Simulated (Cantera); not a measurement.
Mixture: C₃H₈ : O₂ : N₂ = 1 : 6.02 : 22.7 (molar parts), equivalence ratio 0.83, at 3750 Torr, adiabatic and at constant pressure. Ignition delay is the time to a rise of 400 K.

Detailed kinetics in Cantera: GRI-Mech 3.0 (53 species, 325 reactions). GRI-Mech 3.0 was tuned for natural gas; its chemistry of propane as a main component is partial and can be far from experiment.

Problem. Predict: delay at 1000 K; delay at 1150 K; delay at 1300 K; delay at 1450 K; delay at 1600 K; apparent activation energy between 1450 and 1600 K.

Solution. 
* **delay at 1000 K**: 0.139 s
* **delay at 1150 K**: 6.89 ms
* **delay at 1300 K**: 0.437 ms
* **delay at 1450 K**: 51.8 µs
* **delay at 1600 K**: 11.9 µs
* **apparent activation energy between 1450 and 1600 K**: 190 kJ/mol
